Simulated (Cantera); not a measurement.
Ammonia decomposition in nitride growth gas

An isothermal, constant-pressure homogeneous reactor starts with NH3 : N2 = 1 : 8.6 (molar parts), at 2375 K and 10.00 Torr.

Cantera simulation using the gas-phase N/H chemistry of the illustrative SiF4/NH3 mechanism in the Surface Chemkin manual (1991); the numbers are that mechanism's predictions, not measurements. Walls and surfaces, which speed up NH3 decomposition in real reactors, are not modelled.

```json
[
 {"t (s)": "4.00e-6", "x NH3": "0.104", "x H": "1.61e-6", "x NH2": "2.02e-6", "x N2H2": "<1e-12", "x N": "<1e-12", "x NH": "1.20e-11"},
 {"t (s)": "1.13e-5", "x NH3": "0.104", "x H": "3.70e-6", "x NH2": "6.52e-6", "x N2H2": "3.49e-12", "x N": "<1e-12", "x NH": "2.28e-10"},
 {"t (s)": "3.17e-5", "x NH3": "0.104", "x H": "6.39e-6", "x NH2": "2.24e-5", "x N2H2": "7.24e-11", "x N": "1.34e-12", "x NH": "4.05e-9"},
 {"t (s)": "8.94e-5", "x NH3": "0.104", "x H": "7.44e-6", "x NH2": "7.36e-5", "x N2H2": "1.10e-9", "x N": "6.83e-11", "x NH": "5.34e-8"},
 {"t (s)": "0.000252", "x NH3": "0.104", "x H": "7.55e-6", "x NH2": "0.000220", "x N2H2": "1.27e-8", "x N": "2.07e-9", "x NH": "5.53e-7"},
 {"t (s)": "0.000710", "x NH3": "0.103", "x H": "8.69e-6", "x NH2": "0.000621", "x N2H2": "1.48e-7", "x N": "4.31e-8", "x NH": "4.93e-6"},
 {"t (s)": "0.00200", "x NH3": "0.102", "x H": "2.13e-5", "x NH2": "0.00163", "x N2H2": "1.45e-6", "x N": "3.98e-7", "x NH": "2.54e-5"},
 {"t (s)": "0.00563", "x NH3": "0.0962", "x H": "9.95e-5", "x NH2": "0.00246", "x N2H2": "4.98e-6", "x N": "3.43e-6", "x NH": "7.09e-5"},
 {"t (s)": "0.0159", "x NH3": "0.0790", "x H": "0.000241", "x NH2": "0.00168", "x N2H2": "3.69e-6", "x N": "1.04e-5", "x NH": "8.91e-5"},
 {"t (s)": "0.0447", "x NH3": "0.0475", "x H": "0.000499", "x NH2": "0.000962", "x N2H2": "1.80e-6", "x N": "1.55e-5", "x NH": "8.26e-5"},
 {"t (s)": "0.126", "x NH3": "0.0137", "x H": "0.000999", "x NH2": "0.000356", "x N2H2": "3.84e-7", "x N": "1.50e-5", "x NH": "5.10e-5"},
 {"t (s)": "0.355", "x NH3": "0.000731", "x H": "0.00246", "x NH2": "4.15e-5", "x N2H2": "1.17e-8", "x N": "9.82e-6", "x NH": "1.44e-5"},
 {"t (s)": "1.00", "x NH3": "3.49e-6", "x H": "0.00835", "x NH2": "6.85e-7", "x N2H2": "9.94e-12", "x N": "1.99e-6", "x NH": "8.37e-7"}
]
```
x: mole fraction; the columns are a selection and need not sum to one.

Equilibrium at this temperature and pressure: NH3 5.89e-9, H 0.0421, NH2 6.80e-9, N2H2 <1e-12, N 6.83e-7, NH 4.89e-8 (gas phase only).
